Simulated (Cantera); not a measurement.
An adiabatic, constant-volume homogeneous reactor starts with H2 : O2 : N2 : H2O = 1 : 0.98 : 3.69 : 0.69 (molar parts), at 1050 K and 10.0 bar. Integrator tolerance rtol = 1e-08.

Computed with Cantera and GRI-Mech 3.0 (53 species, 325 reactions). The hydrogen kinetics of GRI-Mech 3.0 are dated; newer H2 mechanisms differ, most at raised pressure.

Task: What does this change do: initial temperature 1050 to 1148 K?

Result: 
| quantity | before | after |
|---|---|---|
| time of steepest temperature rise | 4.71 ms | 0.723 ms |
| temperature at 2.00 s | 2335 K | 2403 K |
| equilibrium temperature | 2335 K | 2403 K |
| x(H2) at 2.00 s | 0.000579 (gas-phase equilibrium 0.000579) | 0.000863 (gas-phase equilibrium 0.000863) |
| x(O2) at 2.00 s | 0.0760 (gas-phase equilibrium 0.0760) | 0.0751 (gas-phase equilibrium 0.0751) |
| x(H2O) at 2.00 s | 0.285 (gas-phase equilibrium 0.285) | 0.283 (gas-phase equilibrium 0.283) |
| x(HO2) at 2.00 s | 1.51e-5 (gas-phase equilibrium 1.51e-5) | 1.79e-5 (gas-phase equilibrium 1.79e-5) |
| x(OH) at 2.00 s | 0.00513 (gas-phase equilibrium 0.00513) | 0.00656 (gas-phase equilibrium 0.00656) |
| x(N2O) at 2.00 s | 2.02e-6 (gas-phase equilibrium 2.02e-6) | 2.23e-6 (gas-phase equilibrium 2.23e-6) |
| x(H2O2) at 2.00 s | 1.71e-6 (gas-phase equilibrium 1.71e-6) | 1.94e-6 (gas-phase equilibrium 1.94e-6) |
